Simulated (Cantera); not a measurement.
What does this Cantera script print?

```python
import numpy as np
import cantera as ct

gas = ct.Solution("h2o2.yaml")
gas.TPX = 625, 37000, {'H2': 1, 'O2': 0.385, 'N2': 1.77, 'H2O': 0.015}
flame = ct.FreeFlame(gas, width=0.08)
flame.set_refine_criteria(ratio=3, slope=0.08, curve=0.16)
flame.transport_model = "mixture-averaged"
flame.solve(loglevel=0, auto=True)
z, T = flame.grid, flame.T
thick = (T[-1] - T[0]) / np.gradient(T, z).max()
show = ['H2', 'O2', 'O', 'H', 'HO2', 'H2O2']
print(f"laminar burning velocity  {flame.velocity[0] * 100:.3f} cm/s")
print(f"burnt temperature         {T[-1]:.1f} K")
print(f"thermal thickness         {thick * 1e3:.4f} mm")
print(f"grid points               {len(z)}")
z0 = z[flame.heat_release_rate.argmax()]
print(f"{'z/mm':>9s}{'T/K':>9s}{'u/(m/s)':>9s}" + "".join(f"{s:>11s}" for s in show))
rows = []
for k in (-3, -2, -1.5, -1, -0.5, -0.25, 0, 0.25, 0.5, 1, 2, 4, 8):
    zz = z0 + k * thick
    rows.append([k * thick, np.interp(zz, z, T), np.interp(zz, z, flame.velocity),
                 *(np.interp(zz, z, flame.X[gas.species_index(s)]) for s in show)])
    print(f"{rows[-1][0] * 1e3:9.3f}{rows[-1][1]:9.1f}{rows[-1][2]:9.3f}" + "".join(f"{x:11.3e}" for x in rows[-1][3:]))
```

Output:

```
laminar burning velocity  710.432 cm/s
burnt temperature         2364.4 K
thermal thickness         1.8154 mm
grid points               136
     z/mm      T/K  u/(m/s)         H2         O2          O          H        HO2       H2O2
   -5.446    625.0    7.104  3.155e-01  1.215e-01  3.409e-17  1.053e-15  2.775e-13  1.373e-15
   -3.631    625.0    7.104  3.155e-01  1.215e-01  3.331e-14  1.408e-12  2.738e-11  2.150e-15
   -2.723    625.0    7.104  3.155e-01  1.215e-01  4.953e-12  2.577e-10  2.536e-09  8.966e-14
   -1.815    625.0    7.104  3.155e-01  1.215e-01  1.891e-09  1.525e-07  4.624e-07  1.149e-10
   -0.908    634.7    7.202  3.136e-01  1.213e-01  8.882e-06  2.982e-04  9.833e-05  1.000e-06
   -0.454    779.5    8.727  2.885e-01  1.168e-01  3.000e-04  8.379e-03  6.893e-05  2.214e-06
    0.000   1174.7   12.775  1.683e-01  7.292e-02  5.718e-03  5.779e-02  2.776e-05  1.310e-06
    0.454   1445.4   15.521  8.030e-02  2.112e-02  9.121e-03  8.651e-02  7.530e-06  1.195e-06
    0.908   1561.6   16.649  7.200e-02  1.312e-02  8.706e-03  8.128e-02  4.230e-06  8.849e-07
    1.815   1692.7   17.885  7.484e-02  1.058e-02  7.710e-03  6.820e-02  2.981e-06  5.333e-07
    3.631   1834.7   19.183  7.776e-02  8.296e-03  6.198e-03  5.393e-02  2.069e-06  2.859e-07
    7.262   1976.6   20.441  7.937e-02  5.948e-03  4.441e-03  4.036e-02  1.363e-06  1.518e-07
   14.523   2106.5   21.561  7.984e-02  3.801e-03  2.784e-03  2.856e-02  8.558e-07  8.529e-08
```

Model: the H2/O2 subset of GRI-Mech 3.0, which has no nitrogen chemistry, integrated in Cantera. Burning velocities carry a grid error of a few per cent, more on coarse grids.
